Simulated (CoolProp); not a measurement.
Vapour-liquid equilibrium of dimethyl ether (1) + R236FA (2) at 74.45 °C; x and y are mole fractions of (1).

Model: multi-fluid Helmholtz-energy mixture model, Wu 2011 and Pan 2012; pair parameters Bell 2016, in CoolProp.

```json
[
 {"x": "0.05", "bubble pressure, mixture model (bar)": "10.97", "bubble pressure, Raoult's law (bar)": "11.39", "y, mixture model": "0.052", "y, Raoult's law": "0.087"},
 {"x": "0.125", "bubble pressure, mixture model (bar)": "11.06", "bubble pressure, Raoult's law (bar)": "12.06", "y, mixture model": "0.135", "y, Raoult's law": "0.206"},
 {"x": "0.2", "bubble pressure, mixture model (bar)": "(withheld)", "bubble pressure, Raoult's law (bar)": "12.73", "y, mixture model": "0.223", "y, Raoult's law": "0.312"},
 {"x": "0.275", "bubble pressure, mixture model (bar)": "(withheld)", "bubble pressure, Raoult's law (bar)": "13.40", "y, mixture model": "0.314", "y, Raoult's law": "0.408"},
 {"x": "0.35", "bubble pressure, mixture model (bar)": "11.76", "bubble pressure, Raoult's law (bar)": "14.07", "y, mixture model": "(withheld)", "y, Raoult's law": "0.494"},
 {"x": "0.425", "bubble pressure, mixture model (bar)": "12.20", "bubble pressure, Raoult's law (bar)": "14.74", "y, mixture model": "0.503", "y, Raoult's law": "0.573"},
 {"x": "0.5", "bubble pressure, mixture model (bar)": "12.77", "bubble pressure, Raoult's law (bar)": "15.41", "y, mixture model": "(withheld)", "y, Raoult's law": "0.645"},
 {"x": "0.575", "bubble pressure, mixture model (bar)": "13.48", "bubble pressure, Raoult's law (bar)": "16.08", "y, mixture model": "0.682", "y, Raoult's law": "0.711"},
 {"x": "0.65", "bubble pressure, mixture model (bar)": "14.33", "bubble pressure, Raoult's law (bar)": "16.75", "y, mixture model": "0.761", "y, Raoult's law": "0.771"},
 {"x": "0.725", "bubble pressure, mixture model (bar)": "15.32", "bubble pressure, Raoult's law (bar)": "17.42", "y, mixture model": "(withheld)", "y, Raoult's law": "0.827"},
 {"x": "0.8", "bubble pressure, mixture model (bar)": "16.45", "bubble pressure, Raoult's law (bar)": "18.09", "y, mixture model": "0.890", "y, Raoult's law": "0.879"},
 {"x": "0.875", "bubble pressure, mixture model (bar)": "(withheld)", "bubble pressure, Raoult's law (bar)": "18.76", "y, mixture model": "0.939", "y, Raoult's law": "0.927"},
 {"x": "0.95", "bubble pressure, mixture model (bar)": "18.98", "bubble pressure, Raoult's law (bar)": "19.43", "y, mixture model": "0.978", "y, Raoult's law": "0.972"}
]
```

**Question.** Some entries are withheld; supply them.

**Answer.** 
- 0.2, bubble pressure, mixture model (bar): 11.21
- 0.275, bubble pressure, mixture model (bar): 11.43
- 0.35, y, mixture model: 0.409
- 0.5, y, mixture model: 0.595
- 0.725, y, mixture model: 0.830
- 0.875, bubble pressure, mixture model (bar): 17.68

The largest gap from Raoult's law is -17.2 % in bubble pressure, at x = 0.425. No azeotrope shows between x = 0.05 and 0.95.

Pair parameters are fitted to limited data, so mixtures are less certain than the pure fluids.
